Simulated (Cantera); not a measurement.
An isothermal, constant-pressure homogeneous reactor starts with 25.0 % N2O, 0.0799 % H2, 74.9 % N2, at 1350 K and 750 Torr.

Computed with Cantera and GRI-Mech 3.0 (53 species, 325 reactions). GRI-Mech 3.0 was tuned for natural gas; its chemistry of N2O as a main component is partial and can be far from experiment. The mechanism lacks the step 2 NO + O2 → 2 NO2, which can matter for NO2 below about 1400 K. The temperature is held fixed by assumption; the heat of reaction is taken as removed at once.

x: mole fraction; the columns are a selection and need not sum to one.

| t (s) | x N2O | x H2 | x N2 | x O2 | x H | x H2O |
|---|---|---|---|---|---|---|
| 0.000600 | 0.248 | 0.000485 | 0.750 | 0.000427 | … | 0.000294 |
| 0.00135 | 0.246 | 0.000230 | 0.751 | 0.000999 | … | 0.000553 |
| 0.00304 | 0.243 | 6.45e-5 | 0.753 | 0.00226 | … | 0.000723 |
| 0.00684 | 0.235 | 8.20e-6 | 0.757 | 0.00501 | … | 0.000780 |
| 0.0154 | 0.220 | 1.78e-7 | 0.764 | 0.0108 | 1.91e-8 | 0.000783 |
| 0.0346 | 0.189 | 2.12e-8 | 0.779 | 0.0222 | 1.84e-8 | 0.000772 |
| 0.0780 | 0.138 | 1.82e-8 | 0.804 | 0.0416 | … | 0.000754 |
| 0.175 | 0.0734 | 1.37e-8 | 0.836 | 0.0664 | … | 0.000732 |
| 0.395 | 0.0231 | 6.94e-9 | 0.862 | 0.0866 | … | 0.000716 |
| 0.889 | 0.00294 | 1.64e-9 | 0.873 | 0.0952 | 4.07e-10 | 0.000710 |
| 2.00 | 4.64e-5 | 4.93e-10 | 0.875 | 0.0965 | 5.66e-11 | 0.000710 |

### Question
Some entries are withheld; supply them.

### Answer

- 0.000600, x H: 7.44e-7
- 0.00135, x H: 3.15e-7
- 0.00304, x H: 8.37e-8
- 0.00684, x H: 2.59e-8
- 0.0780, x H: 1.60e-8
- 0.175, x H: 1.07e-8
- 0.395, x H: 3.82e-9
